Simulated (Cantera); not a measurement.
A perfectly stirred reactor is fed with CH4 : C2H6 : C3H8 : O2 : N2 = 1 : 0.13 : 0.13 : 2.39 : 8.6 (molar parts), equivalence ratio 1.3, at 100000 Pa; it is adiabatic with a 525 K inlet, and is followed from long to short residence time, starting on the burning branch (τ in s: 0.3, 0.093, 0.028, 0.0087, 0.0027, 0.00082, 0.00025, 7.6e-05, 2.3e-05).

Computed with Cantera and GRI-Mech 3.0 (53 species, 325 reactions).

x: mole fraction; the columns are a selection and need not sum to one.

| τ (s) | T (K) | x CH4 | x C2H6 | x C3H8 | x H2O | x N2O |
|---|---|---|---|---|---|---|
| 0.30 | 2264 | 4.22e-6 | 1.39e-8 | 1.35e-8 | 0.179 | 1.48e-8 |
| 0.093 | 2256 | 8.54e-6 | 4.21e-8 | 3.91e-8 | 0.178 | 1.90e-8 |
| 0.028 | 2243 | 1.53e-5 | 1.26e-7 | 1.09e-7 | 0.177 | 2.61e-8 |
| 0.0087 | 2222 | 2.75e-5 | 3.53e-7 | 2.84e-7 | 0.176 | 3.49e-8 |
| 0.0027 | 2192 | 5.54e-5 | 9.89e-7 | 7.43e-7 | 0.173 | 4.42e-8 |
| 0.00082 | 2154 | ? | ? | ? | 0.170 | ? |
| 0.00025 | 2106 | ? | ? | ? | 0.168 | ? |
| 7.6e-5 | 1967 | 0.00231 | 6.13e-5 | 3.89e-5 | 0.160 | 4.20e-8 |
| 2.3e-5 | 525 | 0.0816 | 0.0106 | 0.0106 | <1e-12 | <1e-12 |

Problem. What belongs in the gaps?

Solution. 
- 0.00082, x CH4: 0.000134
- 0.00082, x C2H6: 2.93e-6
- 0.00082, x C3H8: 2.10e-6
- 0.00082, x N2O: 5.38e-8
- 0.00025, x CH4: 0.000399
- 0.00025, x C2H6: 9.74e-6
- 0.00025, x C3H8: 6.75e-6
- 0.00025, x N2O: 6.30e-8
